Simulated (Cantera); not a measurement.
A Cantera script and what it prints.

```python
import numpy as np
import cantera as ct

gas_names = """
    Cu CuO Cu2 H HO2 H2 H2O H2O2 O OH O2 O3
""".split()
cond_names = """
    Cu(cr) Cu(L) CuO(s) CuO2H2(s) Cu2O(s) Cu2O(L) H2O(s) H2O(L)
""".split()


# ... load() reads the species with a 1 bar reference pressure and builds the phases ...
atoms = {
    'Cu2O': {'Cu': 2, 'O': 1},
    'H2': {'H': 2},
    'H2O': {'H': 2, 'O': 1},
}
top_T = {'CuO(s)': 1390}  # K; cautious upper limits of use, not melting points


# ... equilibrate(T, P, feed) seeds the gas with the atoms and calls Mixture.equilibrate('TP', solver="vcs", rtol=1e-11, max_steps=5000) ...
results = []
feed = {'Cu2O': 1, 'H2': 18, 'H2O': 0.22}  # mol
P = 32  # Pa
for T in [1573, 1623, 1673, 1723, 1773, 1823, 1873, 1923, 1973, 2023, 2073, 2123]:
    mix = equilibrate(T, P, feed)
    results.append((T, P, feed, dict(zip(mix.species_names, mix.species_moles))))
    x = sorted(zip(gas.X, gas.species_names), reverse=True)
    print(f"T = {T:g} K  P = {P:g} Pa  gas = {mix.phase_moles(0):.4g} mol")
    print("   x: " + "  ".join(f"{s} {v:.3e}" for v, s in x if v > 1e-06))
    print("   condensed (mol): " + ("  ".join(f"{mix.phase(i).name} {mix.phase_moles(i):.4g}"
          for i in range(1, mix.n_phases) if mix.phase_moles(i) > 1e-12) or "none"))
```

Result:

```
T = 1573 K  P = 32 Pa  gas = 19.89 mol
   x: H2 8.537e-01  Cu 8.286e-02  H2O 6.133e-02  H 2.100e-03  Cu2 5.082e-05  OH 5.448e-06
   condensed (mol): Cu(L) 0.3499
T = 1623 K  P = 32 Pa  gas = 20.25 mol
   x: H2 8.375e-01  Cu 9.865e-02  H2O 6.022e-02  H 3.536e-03  Cu2 4.557e-05  OH 1.065e-05
   condensed (mol): none
T = 1673 K  P = 32 Pa  gas = 20.28 mol
   x: H2 8.354e-01  Cu 9.857e-02  H2O 6.014e-02  H 5.819e-03  Cu2 2.957e-05  OH 2.015e-05
   condensed (mol): none
T = 1723 K  P = 32 Pa  gas = 20.31 mol
   x: H2 8.322e-01  Cu 9.841e-02  H2O 6.002e-02  H 9.300e-03  OH 3.676e-05  Cu2 1.964e-05
   condensed (mol): none
T = 1773 K  P = 32 Pa  gas = 20.37 mol
   x: H2 8.275e-01  Cu 9.817e-02  H2O 5.983e-02  H 1.447e-02  OH 6.483e-05  Cu2 1.332e-05
   condensed (mol): none
T = 1823 K  P = 32 Pa  gas = 20.45 mol
   x: H2 8.206e-01  Cu 9.780e-02  H2O 5.956e-02  H 2.194e-02  OH 1.108e-04  Cu2 9.195e-06  O 2.277e-06
   condensed (mol): none
T = 1873 K  P = 32 Pa  gas = 20.56 mol
   x: H2 8.109e-01  Cu 9.728e-02  H2O 5.916e-02  H 3.249e-02  OH 1.840e-04  Cu2 6.451e-06  O 5.582e-06
   condensed (mol): none
T = 1923 K  P = 32 Pa  gas = 20.71 mol
   x: H2 7.975e-01  Cu 9.656e-02  H2O 5.860e-02  H 4.703e-02  OH 2.975e-04  O 1.309e-05  Cu2 4.586e-06
   condensed (mol): none
T = 1973 K  P = 32 Pa  gas = 20.92 mol
   x: H2 7.795e-01  Cu 9.559e-02  H 6.660e-02  H2O 5.781e-02  OH 4.689e-04  O 2.949e-05  Cu2 3.296e-06
   condensed (mol): none
T = 2023 K  P = 32 Pa  gas = 21.21 mol
   x: H2 7.559e-01  Cu 9.430e-02  H 9.230e-02  H2O 5.674e-02  OH 7.216e-04  O 6.403e-05  Cu2 2.389e-06  O2 2.067e-06
   condensed (mol): none
T = 2073 K  P = 32 Pa  gas = 21.59 mol
   x: H2 7.256e-01  H 1.252e-01  Cu 9.265e-02  H2O 5.529e-02  OH 1.085e-03  O 1.344e-04  O2 4.380e-06  Cu2 1.741e-06
   condensed (mol): none
T = 2123 K  P = 32 Pa  gas = 22.08 mol
   x: H2 6.878e-01  H 1.663e-01  Cu 9.058e-02  H2O 5.337e-02  OH 1.596e-03  O 2.736e-04  O2 9.028e-06  Cu2 1.273e-06
   condensed (mol): none
```

Equilibrium computed with Cantera from the NASA thermochemical tables; the gas is ideal and each condensed phase is pure.
